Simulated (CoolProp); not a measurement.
A Linde-Hampson liquefier for ethylene: isothermal reversible compression at 320 K from 1 atm to 25 MPa, throttling to 1 atm, return gas leaving the recuperator 0 K below the feed. Each further row changes one setting.

Model: reference Helmholtz-energy equation of state, Smukala 2000, in CoolProp.

| case | liquid yield per pass | compression work (kJ/kg of gas) |
|---|---|---|
| as stated | (withheld) | 432 |
| high pressure 50 MPa | 0.420 | (withheld) |
| warm-end temperature 350 K | (withheld) | (withheld) |
| warm-end gap 5 K | 0.419 | 432 |

Task: What belongs in the gaps?

Result: 
- as stated, liquid yield per pass: 0.426
- high pressure 50 MPa, compression work (kJ/kg of gas): 491
- warm-end temperature 350 K, liquid yield per pass: 0.349
- warm-end temperature 350 K, compression work (kJ/kg of gas): 498
